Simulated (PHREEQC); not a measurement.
Make-up at 25 °C: 3.6 mmol/kgw SrCl2, 5.9 mmol/kgw CO2 and 140 mmol/kgw KCl. Closed to the air; pH follows from the charge balance.

The numbers come from PHREEQC with the ion-association model, phreeqc.dat.

- pH: 4.27
- ionic strength: 0.151 mol/kgw
- specific conductance: 17700 µS/cm
- density: 1.004 g/cm³

```
species  molality  activity   log γ
-------  --------  --------  ------
Cl-         0.147     0.108  -0.133
K+          0.140     0.103  -0.135
CO2       0.00583   0.00604   0.015
Sr+2      0.00360   0.00126  -0.456
H+        6.64e-5   5.37e-5  -0.092
HCO3-     6.52e-5   4.97e-5  -0.117
SrHCO3+   1.26e-6   9.59e-7  -0.117
(CO2)2    6.46e-7   6.69e-7   0.015
```

No solid was allowed to form. Species that the database lacks are ignored.
